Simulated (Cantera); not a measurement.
Charge: 1 mol MgCO3, 2.5 mol H2O, 0.32 mol H2, equilibrated at 10.0 Pa.

These are equilibrium values from Cantera (NASA tables, ideal gas, pure condensed phases), not measurements of a reactor. Candidate condensed phases: C, C6H6, C7H8, C8H18, H2O, Mg, MgCO3, MgO, Mg(OH)2; 116 gas species. Rates play no part.

**Question.** What share of the Mg ends up in condensed phases as a function of T (°C), at 1177, 1252, 1327, 1402, 1477, 1552, 1627, 1702, 1777?

**Answer.** 
```csv
T (°C),Mg condensed (%),as
1177,100.0,MgO(s)
1252,100.0,MgO(s)
1327,100.0,MgO(s)
1402,100.0,MgO(s)
1477,99.9,MgO(s)
1552,99.7,MgO(s)
1627,98.8,MgO(s)
1702,94.5,MgO(s)
1777,76.2,MgO(s)
```
